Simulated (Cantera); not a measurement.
**Premixed flame**

A freely propagating, adiabatic, planar premixed flame of CH4 : O2 : N2 = 1 : 2 : 9.4 (molar parts), unburnt at 650 K and 3230 Torr; multicomponent+Soret transport, grid criteria slope 0.08 and curve 0.16, no radiation.

Detailed kinetics in Cantera: GRI-Mech 3.0 (53 species, 325 reactions). Burning velocities carry a grid error of a few per cent, more on coarse grids.

```json
[
 {"z (mm)": "-0.444", "T (K)": "651", "u (m/s)": "0.598", "x CH4": "0.0805", "x O2": "0.161", "x CH2CO": "<1e-8", "x CH2": "<1e-8", "x C2H6": "8.54e-8", "x HCN": "<1e-8"},
 {"z (mm)": "-0.296", "T (K)": "655", "u (m/s)": "0.603", "x CH4": "0.0799", "x O2": "0.161", "x CH2CO": "8.98e-8", "x CH2": "<1e-8", "x C2H6": "1.29e-6", "x HCN": "<1e-8"},
 {"z (mm)": "-0.222", "T (K)": "670", "u (m/s)": "0.617", "x CH4": "0.0785", "x O2": "0.160", "x CH2CO": "5.76e-7", "x CH2": "<1e-8", "x C2H6": "7.68e-6", "x HCN": "1.70e-8"},
 {"z (mm)": "-0.148", "T (K)": "749", "u (m/s)": "0.692", "x CH4": "0.0725", "x O2": "0.154", "x CH2CO": "5.80e-6", "x CH2": "<1e-8", "x C2H6": "6.89e-5", "x HCN": "1.29e-7"},
 {"z (mm)": "-0.0739", "T (K)": "1108", "u (m/s)": "1.03", "x CH4": "0.0498", "x O2": "0.122", "x CH2CO": "6.00e-5", "x CH2": "2.49e-8", "x C2H6": "0.000558", "x HCN": "9.78e-7"},
 {"z (mm)": "-0.0370", "T (K)": "1470", "u (m/s)": "1.38", "x CH4": "0.0267", "x O2": "0.0854", "x CH2CO": "0.000146", "x CH2": "2.10e-6", "x C2H6": "0.000725", "x HCN": "2.22e-6"},
 {"z (mm)": "0", "T (K)": "1833", "u (m/s)": "1.73", "x CH4": "0.00513", "x O2": "0.0432", "x CH2CO": "0.000119", "x CH2": "3.25e-5", "x C2H6": "7.00e-5", "x HCN": "4.16e-6"},
 {"z (mm)": "0.0370", "T (K)": "1985", "u (m/s)": "1.86", "x CH4": "0.000184", "x O2": "0.0218", "x CH2CO": "8.59e-6", "x CH2": "6.24e-6", "x C2H6": "8.80e-8", "x HCN": "2.86e-6"},
 {"z (mm)": "0.0739", "T (K)": "2045", "u (m/s)": "1.91", "x CH4": "3.30e-6", "x O2": "0.0157", "x CH2CO": "1.80e-7", "x CH2": "1.60e-7", "x C2H6": "<1e-8", "x HCN": "8.55e-7"},
 {"z (mm)": "0.148", "T (K)": "2114", "u (m/s)": "1.97", "x CH4": "<1e-8", "x O2": "0.0118", "x CH2CO": "<1e-8", "x CH2": "<1e-8", "x C2H6": "<1e-8", "x HCN": "8.21e-8"},
 {"z (mm)": "0.296", "T (K)": "2178", "u (m/s)": "2.02", "x CH4": "<1e-8", "x O2": "0.00881", "x CH2CO": "<1e-8", "x CH2": "<1e-8", "x C2H6": "<1e-8", "x HCN": "<1e-8"},
 {"z (mm)": "0.591", "T (K)": "2226", "u (m/s)": "2.06", "x CH4": "<1e-8", "x O2": "0.00650", "x CH2CO": "<1e-8", "x CH2": "<1e-8", "x C2H6": "<1e-8", "x HCN": "<1e-8"},
 {"z (mm)": "1.18", "T (K)": "2254", "u (m/s)": "2.08", "x CH4": "<1e-8", "x O2": "0.00504", "x CH2CO": "<1e-8", "x CH2": "<1e-8", "x C2H6": "<1e-8", "x HCN": "<1e-8"}
]
```
x: mole fraction of selected species; z is measured from the peak of heat release.

```
Item                         Result
------------------------  ---------
laminar burning velocity  59.7 cm/s
thermal thickness          0.148 mm
peak x(CH2CO)              0.000171
peak x(CH2)                 3.36e-5
peak x(C2H6)               0.000774
peak x(HCN)                 4.36e-6
```
